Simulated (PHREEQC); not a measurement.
NaOH is added in steps, without added water, to 1 kg of water holding 0.0049 mol HF and 0.0068 mol NH4HF2, at 25 °C. Oxygen is held at 0.21 atm. The system is closed to CO2. Precipitation was switched off in this run.

Base run: PHREEQC, ion-association model, wateq4f.dat. Each further column changes one thing. The table gives HF (mol/kgw).

```json
[
 {"NaOH added (mol)": "0", "base": "0.00986", "database phreeqc.dat": "0.0103", "Davies equation for every ion": "0.00986", "Debye-Hückel limiting law": "0.00984", "all activity coefficients set to 1": "(withheld)"},
 {"NaOH added (mol)": "0.001725", "base": "0.00853", "database phreeqc.dat": "0.00887", "Davies equation for every ion": "0.00853", "Debye-Hückel limiting law": "0.00851", "all activity coefficients set to 1": "0.00864"},
 {"NaOH added (mol)": "0.004025", "base": "0.00666", "database phreeqc.dat": "0.00687", "Davies equation for every ion": "0.00666", "Debye-Hückel limiting law": "0.00665", "all activity coefficients set to 1": "(withheld)"},
 {"NaOH added (mol)": "0.00575", "base": "0.00521", "database phreeqc.dat": "0.00534", "Davies equation for every ion": "0.00521", "Debye-Hückel limiting law": "0.00520", "all activity coefficients set to 1": "(withheld)"},
 {"NaOH added (mol)": "0.007475", "base": "0.00373", "database phreeqc.dat": "0.00379", "Davies equation for every ion": "0.00372", "Debye-Hückel limiting law": "0.00372", "all activity coefficients set to 1": "(withheld)"},
 {"NaOH added (mol)": "0.009775", "base": "0.00171", "database phreeqc.dat": "0.00173", "Davies equation for every ion": "0.00171", "Debye-Hückel limiting law": "0.00171", "all activity coefficients set to 1": "0.00173"},
 {"NaOH added (mol)": "0.0115", "base": "0.000179", "database phreeqc.dat": "0.000179", "Davies equation for every ion": "0.000179", "Debye-Hückel limiting law": "0.000179", "all activity coefficients set to 1": "0.000181"},
 {"NaOH added (mol)": "0.01323", "base": "4.15e-8", "database phreeqc.dat": "4.09e-8", "Davies equation for every ion": "4.17e-8", "Debye-Hückel limiting law": "4.08e-8", "all activity coefficients set to 1": "4.77e-8"},
 {"NaOH added (mol)": "0.01553", "base": "9.43e-9", "database phreeqc.dat": "9.31e-9", "Davies equation for every ion": "9.47e-9", "Debye-Hückel limiting law": "9.27e-9", "all activity coefficients set to 1": "1.08e-8"},
 {"NaOH added (mol)": "0.01725", "base": "2.93e-9", "database phreeqc.dat": "2.90e-9", "Davies equation for every ion": "2.94e-9", "Debye-Hückel limiting law": "2.89e-9", "all activity coefficients set to 1": "3.34e-9"},
 {"NaOH added (mol)": "0.01897", "base": "3.95e-10", "database phreeqc.dat": "3.97e-10", "Davies equation for every ion": "3.95e-10", "Debye-Hückel limiting law": "3.95e-10", "all activity coefficients set to 1": "(withheld)"},
 {"NaOH added (mol)": "0.02127", "base": "9.67e-11", "database phreeqc.dat": "9.77e-11", "Davies equation for every ion": "9.67e-11", "Debye-Hückel limiting law": "9.71e-11", "all activity coefficients set to 1": "9.71e-11"},
 {"NaOH added (mol)": "0.023", "base": "6.03e-11", "database phreeqc.dat": "6.09e-11", "Davies equation for every ion": "6.03e-11", "Debye-Hückel limiting law": "6.06e-11", "all activity coefficients set to 1": "(withheld)"}
]
```

**Question.** Fill in the missing entries.

**Answer.** 
- 0, all activity coefficients set to 1: 0.01000
- 0.004025, all activity coefficients set to 1: 0.00674
- 0.00575, all activity coefficients set to 1: 0.00527
- 0.007475, all activity coefficients set to 1: 0.00377
- 0.01897, all activity coefficients set to 1: 4.08e-10
- 0.023, all activity coefficients set to 1: 6.05e-11

 phreeqc.dat and wateq4f.dat share most of their constants, so their agreement is no independent check.
